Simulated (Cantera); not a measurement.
What does this Cantera script print?

```python
import numpy as np
import cantera as ct

surf = ct.Interface("ptcombust.yaml", "Pt_surf")
gas = surf.adjacent["gas"]
gas.TPX = 848, 86000, {'H2': 0.0044, 'O2': 0.017, 'N2': 0.79}
surf.TP = 848, 86000
reactor = ct.FlowReactor(gas, clone=False)
reactor.area = 0.0001  # m2
reactor.surface_area_to_volume_ratio = 330  # 1/m
reactor.mass_flow_rate = 0.48 * reactor.area * gas.density  # inlet velocity 0.48 m/s
reactor.energy_enabled = False
wall = ct.ReactorSurface(surf, reactor, clone=False)
net = ct.ReactorNet([reactor])
net.rtol, net.atol = 1e-8, 1e-16
show, cover = ['H2', 'O2', 'H2O'], ['PT(S)', 'H(S)', 'O(S)', 'OH(S)', 'CO(S)', 'C(S)']

rows = []
print(f"{'z/m':>9s}{'u/(m/s)':>9s}" + "".join(f"{s:>13s}" for s in show + cover))
for z in [0.00018, 0.0003, 0.0005, 0.00083, 0.0014, 0.0023, 0.0038, 0.0064, 0.011, 0.018]:
    net.advance(z)
    rows.append([reactor.speed, *gas[show].X, *surf[cover].coverages])
    print(f"{z:9.4g}{rows[-1][0]:9.3g}" + "".join(f"{x:13.4e}" for x in rows[-1][1:]))
```

It prints:

```
      z/m  u/(m/s)           H2           O2          H2O        PT(S)         H(S)         O(S)        OH(S)        CO(S)         C(S)
  0.00018    0.479   1.5346e-03   1.9043e-02   3.8987e-03   1.9173e-01   7.4168e-08   8.0619e-01   2.0835e-03   3.4734e-27   5.8666e-30
   0.0003    0.479   9.3315e-04   1.8748e-02   4.5018e-03   1.5657e-01   5.3679e-08   8.4145e-01   1.9842e-03  -3.9911e-27  -1.0503e-29
   0.0005    0.479   4.6481e-04   1.8518e-02   4.9714e-03   1.3517e-01   4.2459e-08   8.6291e-01   1.9124e-03   5.3039e-28   1.4130e-30
  0.00083    0.479   1.6662e-04   1.8371e-02   5.2704e-03   1.2393e-01   3.6936e-08   8.7419e-01   1.8710e-03   7.5489e-27   1.8514e-29
   0.0014    0.479   3.1357e-05   1.8305e-02   5.4060e-03   1.1936e-01   3.4763e-08   8.7878e-01   1.8535e-03   1.9292e-28   4.5180e-31
   0.0023    0.479   2.3583e-06   1.8291e-02   5.4351e-03   1.1842e-01   3.4321e-08   8.7973e-01   1.8498e-03   1.9270e-27   5.1310e-30
   0.0038    0.479   3.1999e-08   1.8290e-02   5.4374e-03   1.1835e-01   3.4286e-08   8.7980e-01   1.8495e-03   9.7983e-25   2.5933e-27
   0.0064    0.479   1.9012e-11   1.8290e-02   5.4375e-03   1.1835e-01   3.4286e-08   8.7980e-01   1.8495e-03  -2.8604e-27  -7.6413e-30
    0.011    0.479   4.4276e-13   1.8290e-02   5.4375e-03   1.1835e-01   3.4286e-08   8.7980e-01   1.8495e-03  -1.9131e-32  -5.1109e-35
    0.018    0.479   4.4309e-13   1.8290e-02   5.4375e-03   1.1835e-01   3.4286e-08   8.7980e-01   1.8495e-03  -6.2010e-33  -1.6566e-35
```

Model: Deutschmann's 1995 Pt surface mechanism with GRI-Mech 3.0 gas chemistry, integrated in Cantera. Catalytic surfaces can have several steady states; this one follows from the mechanism file's or the stated starting coverage. Mass transfer to the wall is taken as infinitely fast.
